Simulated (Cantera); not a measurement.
A perfectly stirred reactor is fed with H₂ : O₂ = 0.032 : 1 (molar parts), at 0.0109 atm; it is held at 1400 K, and followed from long to short residence time.

Model: the H2/O2 subset of GRI-Mech 3.0, which has no nitrogen chemistry, integrated in Cantera. Radical loss at walls, strong at low pressure, is not modelled.

Q: What does this change do: pressure from 0.0109 atm to 0.00582 atm?

A: 
| quantity | before | after |
|---|---|---|
| x(H₂) at τ = 14.0 s | 2.45e-5 | 4.84e-5 |
| x(O₂) at τ = 14.0 s | 0.967 | 0.965 |
| x(H) at τ = 14.0 s | 2.98e-5 | 9.79e-5 |
| x(HO₂) at τ = 14.0 s | 2.11e-7 | 1.89e-7 |
| x(H₂O₂) at τ = 14.0 s | 8.60e-9 | 6.89e-9 |
| x(H₂) at τ = 0.340 s | 0.000206 | 0.000306 |
| x(O₂) at τ = 0.340 s | 0.956 | 0.949 |
| x(H) at τ = 0.340 s | 0.000749 | 0.00146 |
| x(HO₂) at τ = 0.340 s | 7.30e-7 | 4.77e-7 |
| x(H₂O₂) at τ = 0.340 s | 2.20e-8 | 1.37e-8 |

Q: What does this change do: pressure from 0.0109 atm to 0.0263 atm?

A: 
```tsv
quantity	before	after
x(H₂) at τ = 14.0 s	2.45e-5	1.03e-5
x(O₂) at τ = 14.0 s	0.967	0.968
x(H) at τ = 14.0 s	2.98e-5	5.19e-6
x(HO₂) at τ = 14.0 s	2.11e-7	2.19e-7
x(H₂O₂) at τ = 14.0 s	8.60e-9	1.06e-8
x(H₂) at τ = 0.340 s	0.000206	0.000101
x(O₂) at τ = 0.340 s	0.956	0.963
x(H) at τ = 0.340 s	0.000749	0.000185
x(HO₂) at τ = 0.340 s	7.30e-7	1.09e-6
x(H₂O₂) at τ = 0.340 s	2.20e-8	3.66e-8
```
